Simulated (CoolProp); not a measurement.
Saturation properties of dimethyl ether.

Computed with CoolProp (reference Helmholtz-energy equation of state, Wu 2011).

| T (K) | p (MPa) | liquid density (kg/m³) | vapour Z | surface tension (mN/m) | liquid viscosity (µPa s) | vapour viscosity (µPa s) |
|---|---|---|---|---|---|---|
| 234.7 | 0.05369 | 753.7 | 0.9758 | 20.8 | 246 | 7.77 |
| 248.4 | 0.1015 | 735.1 | 0.9629 | (withheld) | 207 | 8.06 |
| 262.2 | 0.1784 | 715.8 | 0.9461 | 16.5 | (withheld) | 8.38 |
| 276 | 0.2943 | 695.8 | 0.9250 | 14.5 | 156 | 8.72 |
| 289.8 | 0.4604 | 674.7 | 0.8995 | (withheld) | 138 | 9.10 |
| 303.5 | (withheld) | 652.7 | 0.8692 | 10.6 | 122 | 9.50 |
| 317.3 | 0.9895 | 628.9 | 0.8332 | 8.71 | 109 | 9.94 |
| 331.1 | 1.381 | 603.2 | 0.7909 | 6.93 | 96.6 | 10.4 |
| 344.9 | 1.877 | 574.7 | 0.7413 | 5.24 | 85.1 | (withheld) |
| 358.6 | 2.488 | 542.3 | 0.6825 | 3.67 | 73.9 | 11.8 |

Fill in the missing entries.


- 248.4, surface tension (mN/m): 18.6
- 262.2, liquid viscosity (µPa s): 178
- 289.8, surface tension (mN/m): 12.5
- 303.5, p (MPa): 0.6867
- 344.9, vapour viscosity (µPa s): 11.1

It boils at 248.4 K under 1 atm.

Viscosity comes from a separate model (Meng 2012). Surface tension comes from a separate correlation (Mulero 2012).
